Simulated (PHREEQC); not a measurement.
## Polishing slurry liquid with copper plating or etch bath (model solution)

Solution A (0.0012 mol KOH per kg of water) is mixed with solution B (0.0018 mol/kgw Cu(NO3)2, 0.00031 mol/kgw HNO3 and 0.065 mol/kgw KCl) at 25 °C; shares are by mass of water, 1 kg in all. Oxygen alone is held at its pressure in air (log pO2 = -0.68). No CO2 enters from the air. Only these solids could form: Cu(OH)2, Atacamite, Cu2(OH)3NO3.

The series has 11 steps of share of solution B, from 0 to 1.

The numbers come from PHREEQC with the ion-association model, wateq4f.dat.

Q: Which solids form, in which order, and at which step of the series does each first stand?

A: Cu(OH)2 from share of solution B = 0.1 (pH 10.80), last present at share of solution B = 0.2; Atacamite from share of solution B = 0.3 (pH 6.12), last present at share of solution B = 0.8.

Q: Between which two steps does the pH jump most, and from what to what?

A: Between share of solution B = 0.2 and 0.3: from 10.20 to 6.12.

The database's constant for dissolved Cu(OH)2 is higher than later reviews accept.
